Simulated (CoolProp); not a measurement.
Saturated liquid density (kg/m³) of isopentane: the reference equation beside estimates from Tc = 460.3 K, pc = 3.378 MPa, ω = 0.227. Rackett uses Z = 0.29056 − 0.08775 ω.

Computed with CoolProp (reference Helmholtz-energy equation of state, Lemmon 2006). It is a short technical equation, of lower accuracy than the large ones.

```tsv
T (K)	reference	Rackett	Redlich-Kwong	Soave-Redlich-Kwong	Peng-Robinson
326.6	584.8	589.4	521.6	540.5	612.2
333.7	576.9	581.1	512.6	531.9	602.7
340.8	568.7	572.6	503.3	522.9	592.7
347.9	560.3	563.8	493.6	513.5	582.3
355	551.6	554.8	483.6	503.6	571.3
362.1	542.6	545.5	473.2	493.3	559.8
369.2	533.3	535.9	462.3	482.5	547.6
376.3	523.6	525.8	451.0	471.2	534.8
383.4	513.4	515.4	439.2	459.2	521.1
390.5	502.8	504.5	426.8	446.5	506.6
397.6	491.5	493.0	413.7	433.0	491.2
404.7	479.5	480.9	399.9	418.6	474.6
411.8	466.7	467.9	385.1	403.1	456.7
418.9	452.7	453.9	369.3	386.4	437.2
426	437.4	438.6	352.2	368.1	415.8
```

Absolute difference from the reference over all 15 rows, mean and median: Rackett 0.5 and 0.4 %, Redlich-Kwong 14.3 and 13.9 %, Soave-Redlich-Kwong 10.6 and 10.0 %, Peng-Robinson 2.8 and 3.2 %.
